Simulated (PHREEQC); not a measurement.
PHREEQC input (Pitzer model, pitzer.dat):

```
SOLUTION 1
  temp 25
  units mol/kgw
  pH 7 charge
  S(6) 0.0106
  K 0.0086
  Cl 0.017
  Na 0.0296
END
USE solution 1
INCREMENTAL_REACTIONS false
REACTION 1
  H2O -1
  0 9.886 18.011 24.689 30.178 34.689 38.397 41.444
  43.949 46.007 47.699 49.089 50.232 51.172 51.944 52.578
  53.1 53.528 53.88 54.17 54.408 54.603 54.764 54.896
  55.005 55.094 55.168 55.228 moles
EQUILIBRIUM_PHASES 1
  Arcanite 0 0
  Glaserite 0 0
  Halite 0 0
  Mirabilite 0 0
  Misenite 0 0
  Sylvite 0 0
  Thenardite 0 0
SELECTED_OUTPUT 1
  -reset false
  -pH true
  -pe true
  -ionic_strength true
  -water true
  -activities H2O
  -totals Cl K Na S
  -molalities H+ Na+ K+ Cl- SO4-2 OH- HSO4-
  -equilibrium_phases Arcanite Glaserite Halite Mirabilite Misenite Sylvite Thenardite
PRINT
  -reset false
END
```

Selected output (columns that matter, 12 of 28 rows; water left (kg) added in front):

```
water left (kg)	pH	mu	Cl	K	Na	S	m_H+	m_Na+	m_K+	m_Cl-	m_SO4-2	m_OH-	la_H2O	Glaserite
1	7.0787	0.0488	0.017	0.0086	0.0296	0.0106	1.0356e-07	0.0296	0.0086	0.017	0.0106	1.4843e-07	-0.00046804	0
0.675514	7.0973	0.072241	0.025166	0.012731	0.043818	0.015692	1.0287e-07	0.043818	0.012731	0.025166	0.015692	1.5997e-07	-0.00068332	0
0.375043	7.1279	0.13012	0.045328	0.022931	0.078924	0.028263	1.0186e-07	0.078924	0.022931	0.045328	0.028263	1.8114e-07	-0.0012036	0
0.253345	7.1494	0.19262	0.067102	0.033946	0.11684	0.04184	1.013e-07	0.11684	0.033946	0.067102	0.04184	1.9785e-07	-0.0017545	0
0.140655	7.1812	0.34695	0.12086	0.061143	0.21044	0.075362	1.0065e-07	0.21044	0.061143	0.12086	0.075362	2.2638e-07	-0.0030867	0
0.0950203	7.2011	0.51357	0.17891	0.090507	0.31151	0.11156	1.0014e-07	0.31151	0.090507	0.17891	0.11155	2.4703e-07	-0.0044988	0
0.0527548	7.2271	0.92504	0.32225	0.16302	0.56109	0.20093	9.8235e-08	0.56109	0.16302	0.32225	0.20093	2.7821e-07	-0.0079277	0
0.0356396	7.2407	1.3693	0.477	0.2413	0.83054	0.29742	9.4814e-08	0.83054	0.2413	0.477	0.29742	2.9695e-07	-0.011598	0
0.0197855	7.2552	2.4665	0.85922	0.43466	1.496	0.53575	8.1863e-08	1.496	0.43466	0.85922	0.53575	3.1708e-07	-0.020811	0
0.0133718	7.2634	3.6495	1.2713	0.64315	2.2136	0.79271	6.4541e-08	2.2136	0.64315	1.2713	0.79271	3.2296e-07	-0.031342	0
0.0074265	7.2848	6.4823	2.2891	1.1136	3.9709	1.3977	2.7789e-08	3.9709	1.1136	2.2891	1.3977	3.2511e-07	-0.061042	0.00010991
0.00501235	7.2397	8.2087	3.3916	0.95214	5.6509	1.6057	1.533e-08	5.6509	0.95214	3.3916	1.6057	3.0034e-07	-0.092096	0.0012758
```

Species that the database lacks are ignored.
